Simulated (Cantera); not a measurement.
A diamond (100) surface in a fixed gas of H2 with x(CH4) = 0.029, x(H) = 0.00051, at 1023 K, 0.0170 bar; coverages are run to steady state.

Cantera simulation using the Harris–Goodwin 1993 mechanism for the reconstructed diamond (100) surface; the numbers are that mechanism's predictions, not measurements.

One state of this run: growth (µm/h) = 0.0529; θ c6HH = 0.582; θ c6H* = 0.0199; θ c6*H = 0.382; θ c6** = 0.00946; θ c6HM = 0.00495. θ: site fractions in the mechanism's names (c6HH fully hydrogenated, c6H* and c6*H radical sites, c6** diradical, c6HM methylated).

**Question.** Which value of x(CH3) does it belong to?
A) 1.6e-05
B) 0.00067
C) 0.0017
D) 0.0001

**Answer.** A, 1.6e-05
